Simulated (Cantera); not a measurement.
A perfectly stirred reactor is fed with 0.498 % C2H6, 99.5 % N2, at 0.0320 bar; it is held at 1098 K, and followed from long to short residence time.

Model: GRI-Mech 3.0 (53 species, 325 reactions), integrated in Cantera. GRI-Mech 3.0 stops at C3 and has no aromatics, soot or wall deposition, so with more carbon than oxygen in the feed, carbon stays in small species such as C2H2 where larger ones or solid carbon would form. Radical loss at walls, strong at low pressure, is not modelled.

### Question
Predict: x(C2H6) at τ = 2.80 s; x(C2H4) at τ = 2.80 s; x(CH4) at τ = 2.80 s; x(C2H2) at τ = 2.80 s; x(C2H6) at τ = 0.140 s; x(C2H4) at τ = 0.140 s; x(CH4) at τ = 0.140 s; x(C2H2) at τ = 0.140 s.

### Answer
| Quantity | Value |
|---|---|
| x(C2H6) at τ = 2.80 s | 0.00161 |
| x(C2H4) at τ = 2.80 s | 0.00261 |
| x(CH4) at τ = 2.80 s | 0.000302 |
| x(C2H2) at τ = 2.80 s | 0.000578 |
| x(C2H6) at τ = 0.140 s | 0.00471 |
| x(C2H4) at τ = 0.140 s | 0.000256 |
| x(CH4) at τ = 0.140 s | 1.37e-5 |
| x(C2H2) at τ = 0.140 s | 1.76e-6 |
